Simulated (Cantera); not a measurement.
## Pb + O2 + N2 (iron carbonyl, mercury and lead vapours)

Input: 1 mol Pb, 0.061 mol O2, 4.8 mol N2, held at 427 °C and 0.680 bar.

Equilibrium computed with Cantera from the NASA thermochemical tables; the gas is ideal and each condensed phase is pure. Candidate condensed phases: Pb, PbO, PbO2, Pb3O4; 12 gas species. Kinetics and transport are ignored.

| Property | Result |
|---|---|
| x(N2) | 1.00 |
| n(Pb(l)) | 0.878 mol |
| n(PbO(red)) | 0.122 mol |
| gas amount | 4.800 mol |
| log10 activity of Pb3O4(s) (absent) | -11.22 |
| log10 activity of PbO2(s) (absent) | -12.07 |
